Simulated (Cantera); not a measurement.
Charge: 1 mol Fe2O3, 3 mol CH4, 0.2 mol N2, held at 2623 K and 8.80 bar.

These are equilibrium values from Cantera (NASA tables, ideal gas, pure condensed phases), not measurements of a reactor. Candidate condensed phases: C, C6H6, C7H8, C8H18, Fe, Fe(CO)5, FeO, Fe(OH)2, Fe(OH)3, Fe2O3, Fe3O4, H2O; 140 gas species. Rates play no part.

Base state: H2 0.637, CO 0.321, N2 0.0211, H 0.0113, Fe 0.00784, H2O 0.000656, HCN 0.000550, HNC 7.37e-5 (mole fractions); condensed: Fe(l).

What changes in the equilibrium state with this change: CH4 from 3 to 3.4 mol?


```tsv
species	before	after
H2	0.637	0.647
CO	0.321	0.296
N2	0.0211	0.0145
C2H2 (acetylene)	2.81e-5	0.0115
H	0.0113	0.0114
Fe	0.00784	0.00784
C4H2	<1e-9	8.43e-5
C2H4	7.57e-8	3.14e-5
C2H2 (vinylidene)	3.26e-8	1.33e-5
Fe(l), mol	1.93	1.92
C(graphite), mol	0	0.0506
```
Iron dissolves carbon and melts from about 1420 K in contact with it, which pure phases cannot show. Condensed phases not in the tables: cementite and carbon dissolved in iron.
